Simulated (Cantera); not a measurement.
What does this Cantera script print?

```python
import numpy as np
import cantera as ct

gas = ct.Solution("gri30.yaml")
gas.TPX = 1025, 320000, {'CO': 1, 'H2': 0.39, 'O2': 1.24, 'N2': 4.67}
reactor = ct.IdealGasReactor(gas, energy="on", clone=False)
net = ct.ReactorNet([reactor])
net.rtol, net.atol = 1e-08, 1e-16
show = ['CO', 'H2', 'O2', 'NO2', 'OH']
times = np.geomspace(1e-06, 0.1, 11)

steps = ct.SolutionArray(gas, extra=["t"])
rows = []
print(f"{'t/s':>10s}{'T/K':>9s}{'P/Pa':>11s}" + "".join(f"{s:>11s}" for s in show))
for t in times:
    while net.time < t:
        t_next = net.step()
        steps.append(gas.state, t=t_next)
    rows.append([np.interp(t, steps.t, y) for y in (steps.T, steps.P, *steps(*show).X.T)])
    print(f"{t:10.3e}{rows[-1][0]:9.1f}{rows[-1][1]:11.4g}" + "".join(f"{x:11.3e}" for x in rows[-1][2:]))
rate = np.gradient(steps.T, steps.t)
print("integrator steps:", len(steps.t))
if steps.T.max() > steps.T[0] + 200:
    print(f"time of steepest temperature rise: {steps.t[rate.argmax()]:.4e} s")
gas.TPX = 1025, 320000, {'CO': 1, 'H2': 0.39, 'O2': 1.24, 'N2': 4.67}
gas.equilibrate("UV")
print(f"equilibrium (UV): T = {gas.T:.1f} K  " + "  ".join(f"{s} {gas[s].X[0]:.3e}" for s in show))
```

Output:

```
       t/s      T/K       P/Pa         CO         H2         O2        NO2         OH
 1.000e-06   1025.0    3.2e+05  1.370e-01  5.342e-02  1.699e-01  5.351e-32  1.500e-11
 3.162e-06   1025.0    3.2e+05  1.370e-01  5.342e-02  1.699e-01  1.514e-29  5.315e-11
 1.000e-05   1025.0    3.2e+05  1.370e-01  5.342e-02  1.699e-01  6.094e-27  1.292e-10
 3.162e-05   1025.0    3.2e+05  1.370e-01  5.342e-02  1.699e-01  1.430e-24  2.435e-10
 1.000e-04   1025.0    3.2e+05  1.370e-01  5.342e-02  1.699e-01  2.683e-22  6.997e-10
 3.162e-04   1025.0    3.2e+05  1.370e-01  5.342e-02  1.699e-01  8.742e-19  8.447e-09
 1.000e-03   1038.8  3.241e+05  1.366e-01  5.256e-02  1.691e-01  1.726e-12  1.315e-06
 3.162e-03   2613.3  7.454e+05  1.180e-02  7.102e-04  7.958e-02  1.441e-05  7.099e-03
 1.000e-02   2604.7  7.427e+05  1.153e-02  6.967e-04  7.720e-02  2.056e-05  6.887e-03
 3.162e-02   2604.6  7.426e+05  1.153e-02  6.965e-04  7.716e-02  2.065e-05  6.884e-03
 1.000e-01   2604.6  7.426e+05  1.153e-02  6.965e-04  7.716e-02  2.065e-05  6.884e-03
integrator steps: 1543
time of steepest temperature rise: 1.2556e-03 s
equilibrium (UV): T = 2604.6 K  CO 1.153e-02  H2 6.965e-04  O2 7.716e-02  NO2 2.065e-05  OH 6.884e-03
```

Computed with Cantera and GRI-Mech 3.0 (53 species, 325 reactions). The hydrogen kinetics of GRI-Mech 3.0 are dated; newer H2 mechanisms differ, most at raised pressure.
